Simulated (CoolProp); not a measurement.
A single-stage vapour-compression cycle with the fluid: evaporating at 213.15 K (dew point), condensing at 280.15 K (bubble point), superheat 8 K, subcooling 5 K, compressor efficiency 0.75, no pressure losses. The same conditions are run with several fluids, on thermodynamics alone (safety and materials aside).

The numbers come from the reference Helmholtz-energy equation of state of each fluid (fluoroethane (R161): Wu 2012; nitrous oxide: Lemmon 2006; C2F6 (R116): Lemmon 2006; R507A: Lemmon 2003; carbonyl sulfide: Lemmon 2006; R152A: Outcalt 1996) in CoolProp. Blends and air are pseudo-pure fits.

```json
[
 {"fluid": "fluoroethane (R161)", "cooling COP": "1.87", "pressure ratio": "17.2", "discharge temperature (K)": "370.8", "refrigerating effect (kJ/kg)": "332", "volumetric capacity (kJ/m³)": "280"},
 {"fluid": "nitrous oxide", "cooling COP": "1.59", "pressure ratio": "(withheld)", "discharge temperature (K)": "397.5", "refrigerating effect (kJ/kg)": "227", "volumetric capacity (kJ/m³)": "2490"},
 {"fluid": "C2F6 (R116)", "cooling COP": "1.21", "pressure ratio": "9.06", "discharge temperature (K)": "295.6", "refrigerating effect (kJ/kg)": "43.8", "volumetric capacity (kJ/m³)": "866"},
 {"fluid": "R507A", "cooling COP": "1.76", "pressure ratio": "15.2", "discharge temperature (K)": "322.7", "refrigerating effect (kJ/kg)": "131", "volumetric capacity (kJ/m³)": "369"},
 {"fluid": "carbonyl sulfide", "cooling COP": "(withheld)", "pressure ratio": "12.7", "discharge temperature (K)": "416.7", "refrigerating effect (kJ/kg)": "(withheld)", "volumetric capacity (kJ/m³)": "511"},
 {"fluid": "R152A", "cooling COP": "(withheld)", "pressure ratio": "22.5", "discharge temperature (K)": "365.3", "refrigerating effect (kJ/kg)": "266", "volumetric capacity (kJ/m³)": "145"}
]
```

Q: Complete the blanks.

A: 
- nitrous oxide, pressure ratio: 8.66
- carbonyl sulfide, cooling COP: 1.83
- carbonyl sulfide, refrigerating effect (kJ/kg): 245
- R152A, cooling COP: 1.89
